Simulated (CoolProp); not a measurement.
Computed with CoolProp (reference Helmholtz-energy equation of state, Jacobsen 1992).

Task: For R11, give the phase and the density (kg/m³), viscosity (µPa s) at 499.4 K and 132 bar; 499.4 K and 176 bar; 499.4 K and 220 bar.

Result: 
- 499.4 K and 132 bar: supercritical; density 955, viscosity 103
- 499.4 K and 176 bar: supercritical; density 1020, viscosity 121
- 499.4 K and 220 bar: supercritical; density 1070, viscosity 137

Viscosity comes from a separate model (Klein 1997), an estimate that may be off by 10 % or more.
